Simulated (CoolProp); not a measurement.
Vinyl chloride along the isobar 0.929 MPa: Z from the reference equation and from simpler models built on Tc = 151.9 °C, pc = 5.600 MPa, ω = 0.160; each cubic takes its own stable root.

Computed with CoolProp (reference Helmholtz-energy equation of state, Thol 2022).

| T (°C) | phase | reference | Pitzer virial | Redlich-Kwong | Peng-Robinson |
|---|---|---|---|---|---|
| 75.15 | gas | 0.8868 | 0.8910 | 0.8918 | 0.8794 |
| 80.65 | gas | 0.8931 | 0.8964 | 0.8970 | 0.8851 |
| 86.05 | gas | 0.8988 | 0.9013 | 0.9017 | 0.8904 |
| 91.45 | gas | 0.9041 | 0.9059 | 0.9061 | 0.8954 |
| 96.95 | gas | 0.9091 | 0.9104 | 0.9103 | 0.9001 |
| 102.35 | gas | 0.9136 | 0.9145 | 0.9143 | 0.9045 |
| 107.85 | gas | 0.9179 | 0.9184 | 0.9180 | 0.9087 |
| 113.25 | gas | 0.9218 | 0.9220 | 0.9215 | 0.9126 |
| 118.75 | gas | 0.9256 | 0.9255 | 0.9248 | 0.9164 |
| 124.15 | gas | 0.9291 | 0.9288 | 0.9279 | 0.9198 |
| 129.65 | gas | 0.9324 | 0.9319 | 0.9308 | 0.9232 |
| 135.05 | gas | 0.9354 | 0.9348 | 0.9336 | 0.9263 |
| 140.55 | gas | 0.9383 | 0.9376 | 0.9363 | 0.9293 |
| 145.95 | gas | 0.9410 | 0.9402 | 0.9387 | 0.9321 |
| 151.45 | gas | 0.9436 | 0.9427 | 0.9411 | 0.9348 |
| 156.85 | gas | 0.9460 | 0.9451 | 0.9434 | 0.9374 |
